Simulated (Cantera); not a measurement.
A Cantera script and what it prints.

```python
import numpy as np
import cantera as ct

gas_names = """
    CL CL2 N N2 Si SiCL SiCL2 SiCL3 SiCL4 SiN Si2 Si2N Si3
""".split()
cond_names = """
    Si(cr) Si(L) Si3N4(a)
""".split()


# ... load() reads the species with a 1 bar reference pressure and builds the phases ...
atoms = {
    'Si2Cl6': {'Si': 2, 'CL': 6},
    'N2': {'N': 2},
}
top_T = {'Si3N4(a)': 2400}  # K; cautious upper limits of use, not melting points


# ... equilibrate(T, P, feed) seeds the gas with the atoms and calls Mixture.equilibrate('TP', solver="vcs", rtol=1e-11, max_steps=5000) ...
results = []
feed = {'Si2Cl6': 1, 'N2': 86}  # mol
for P in [5, 15, 45, 140, 410, 1200, 3700, 11000, 33000, 100000]:
    for T in [1448, 1498, 1548, 1598, 1648, 1698, 1748, 1798, 1848]:
        mix = equilibrate(T, P, feed)
        results.append((T, P, feed, dict(zip(mix.species_names, mix.species_moles))))

for T, P, feed, n in results:
    print(f"{T:7g} {P:10.4g}  " + (" + ".join(c for c in cond_names if n.get(c, 0) > 1e-12) or "gas only"))
```

Output:

```
   1448          5  gas only
   1498          5  gas only
   1548          5  gas only
   1598          5  gas only
   1648          5  gas only
   1698          5  gas only
   1748          5  gas only
   1798          5  gas only
   1848          5  gas only
   1448         15  gas only
   1498         15  gas only
   1548         15  gas only
   1598         15  gas only
   1648         15  gas only
   1698         15  gas only
   1748         15  gas only
   1798         15  gas only
   1848         15  gas only
   1448         45  gas only
   1498         45  gas only
   1548         45  gas only
   1598         45  gas only
   1648         45  gas only
   1698         45  gas only
   1748         45  gas only
   1798         45  gas only
   1848         45  gas only
   1448        140  gas only
   1498        140  gas only
   1548        140  gas only
   1598        140  gas only
   1648        140  gas only
   1698        140  gas only
   1748        140  gas only
   1798        140  gas only
   1848        140  gas only
   1448        410  gas only
   1498        410  gas only
   1548        410  gas only
   1598        410  gas only
   1648        410  gas only
   1698        410  gas only
   1748        410  gas only
   1798        410  gas only
   1848        410  gas only
   1448       1200  gas only
   1498       1200  gas only
   1548       1200  gas only
   1598       1200  gas only
   1648       1200  gas only
   1698       1200  gas only
   1748       1200  gas only
   1798       1200  gas only
   1848       1200  gas only
   1448       3700  gas only
   1498       3700  gas only
   1548       3700  gas only
   1598       3700  gas only
   1648       3700  gas only
   1698       3700  gas only
   1748       3700  gas only
   1798       3700  gas only
   1848       3700  gas only
   1448    1.1e+04  Si3N4(a)
   1498    1.1e+04  Si3N4(a)
   1548    1.1e+04  gas only
   1598    1.1e+04  gas only
   1648    1.1e+04  gas only
   1698    1.1e+04  gas only
   1748    1.1e+04  gas only
   1798    1.1e+04  gas only
   1848    1.1e+04  gas only
   1448    3.3e+04  Si3N4(a)
   1498    3.3e+04  Si3N4(a)
   1548    3.3e+04  Si3N4(a)
   1598    3.3e+04  gas only
   1648    3.3e+04  gas only
   1698    3.3e+04  gas only
   1748    3.3e+04  gas only
   1798    3.3e+04  gas only
   1848    3.3e+04  gas only
   1448      1e+05  Si3N4(a)
   1498      1e+05  Si3N4(a)
   1548      1e+05  Si3N4(a)
   1598      1e+05  Si3N4(a)
   1648      1e+05  gas only
   1698      1e+05  gas only
   1748      1e+05  gas only
   1798      1e+05  gas only
   1848      1e+05  gas only
```

Cantera equilibrium calculation (NASA polynomials, part measured and part estimated; ideal gas, pure solids and liquids). The feed counts by its element totals alone. N2 is the only nitrogen source here; it is nearly inert below about 1500 K, so the nitride shown seldom forms there in practice. The tables' values for SiCl3 are old estimates.
